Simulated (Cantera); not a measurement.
Charge: 1 mol Si₂H₆, 3.6 mol N₂, 0.63 mol Cl₂, at 1252 °C and 1200 Torr.

These are equilibrium values from Cantera (NASA tables, ideal gas, pure condensed phases), not measurements of a reactor. Candidate condensed phases: NH₄Cl, Si, Si₃N₄; 28 gas species. The feed counts by its element totals alone. The tables' values for SiCl₃ are old estimates; treat these amounts as uncertain. Equilibrium is a limit: real reactors are often held back by kinetics, nucleation or transport.

Base state: H₂ 0.408, N₂ 0.387, HCl 0.202, SiCl₄ 0.00175, SiCl₂ 0.000814, SiCl₃ 0.000692, SiHCl₃ 0.000399, NH₃ 1.49e-5 (mole fractions); condensed: Si₃N₄(s).

**Question.** What changes in the equilibrium state with this change: Si₂H₆ replaced by SiH₂Cl₂?

**Answer.** 
```csv
species,before,after
N₂,0.387,0.604
HCl,0.202,0.230
SiCl₄,0.00175,0.0795
H₂,0.408,0.0675
SiCl₃,0.000692,0.0113
NH₃,1.49e-5,1.26e-6
SiHCl₃,0.000399,0.00264
"Si₃N₄(s), mol",0.659,0.155
```

**Question.** What changes in the equilibrium state with this change: Cl₂ from 0.63 to 0.033 mol?

**Answer.** 
```json
[
 {"species": "H₂", "before": "0.408", "after": "0.560"},
 {"species": "N₂", "before": "0.387", "after": "0.428"},
 {"species": "HCl", "before": "0.202", "after": "0.0124"},
 {"species": "SiCl₂", "before": "0.000814", "after": "2.11e-6"},
 {"species": "SiCl₄", "before": "0.00175", "after": "1.26e-8"},
 {"species": "SiCl₃", "before": "0.000692", "after": "9.44e-8"},
 {"species": "SiHCl₃", "before": "0.000399", "after": "6.38e-8"},
 {"species": "SiH₂Cl₂", "before": "1.47e-5", "after": "5.22e-8"},
 {"species": "Si₃N₄(s), mol", "before": "0.659", "after": "0.667"}
]
```
